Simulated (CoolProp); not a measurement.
A closed Brayton cycle with carbon dioxide: compressor inlet 312.15 K and 8.5 MPa, high pressure 17.4 MPa, turbine inlet 745 K, compressor efficiency 0.89, turbine efficiency 0.85, recuperator effectiveness 0 (on enthalpy, no pinch check). Each further row changes one setting.

Model: reference Helmholtz-energy equation of state, Span 1996, in CoolProp.

```json
[
 {"case": "as stated", "thermal efficiency (%)": "10.7", "net work (kJ/kg)": "59.3", "compressor to turbine work": "0.27", "compressor exit (K)": "352.4", "turbine exit (K)": "667.8"},
 {"case": "turbine inlet 695 K", "thermal efficiency (%)": "10.8", "net work (kJ/kg)": "53.0", "compressor to turbine work": "0.29", "compressor exit (K)": "352.4", "turbine exit (K)": "620.6"},
 {"case": "compressor inlet 322.15 K", "thermal efficiency (%)": "10.3", "net work (kJ/kg)": "50.1", "compressor to turbine work": "0.38", "compressor exit (K)": "377.8", "turbine exit (K)": "667.8"},
 {"case": "high pressure 14.8 MPa", "thermal efficiency (%)": "8.5", "net work (kJ/kg)": "47.6", "compressor to turbine work": "0.25", "compressor exit (K)": "343.3", "turbine exit (K)": "685.0"},
 {"case": "recuperator effectiveness 0.5", "thermal efficiency (%)": "16.3", "net work (kJ/kg)": "59.3", "compressor to turbine work": "0.27", "compressor exit (K)": "352.4", "turbine exit (K)": "667.8"}
]
```
